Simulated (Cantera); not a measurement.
Feed: 1 mol SiC, 2.1 mol O₂, 1.8 mol N₂, held at 1523 K and 88.0 Pa.

Equilibrium computed with Cantera from the NASA thermochemical tables; the gas is ideal and each condensed phase is pure. Candidate condensed phases: C, Si, SiC, SiO₂, Si₂N₂O, Si₃N₄; 34 gas species. The tables hold silica as quartz up to 1696 K and as liquid above; real silica turns to tridymite and cristobalite and melts near 1996 K. Equilibrium is a limit: real reactors are often held back by kinetics, nucleation or transport.

Base state: N₂ 0.620, CO₂ 0.344, O₂ 0.0344, NO 0.000491, CO 0.000430, O 3.45e-5 (mole fractions); condensed: SiO₂(β-quartz).

Q: What changes in the equilibrium state with this change: temperature from 1523 K to 1698.15 K?

A: 
```
species                 before     after
--------------------  --------  --------
N₂                       0.620     0.619
CO₂                      0.344     0.340
O₂                      0.0344    0.0358
CO                    0.000430   0.00407
O                      3.45e-5  0.000279
NO                    0.000491   0.00105
SiO₂(β-quartz), mol       1.00         0
SiO₂(condensed), mol         0     1.000
```
